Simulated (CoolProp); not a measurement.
Vapour-liquid equilibrium of dimethyl ether (1) + n-hexane (2) at 17.05 °C; x and y are mole fractions of (1).

Model: multi-fluid Helmholtz-energy mixture model, Wu 2011 and Thol 2019; pair parameters Bell 2016, in CoolProp.

### Question
Give the bubble pressure and the first vapour's composition at x = 0.55, 0.65, 0.95. Is there an azeotrope?

### Answer
x = 0.55: 290.0 kPa, y = 0.970; x = 0.65: 325.9 kPa, y = 0.977; x = 0.95: 442.5 kPa, y = 0.996. No azeotrope shows between x = 0.05 and 0.95.

Pair parameters are fitted to limited data, so mixtures are less certain than the pure fluids.
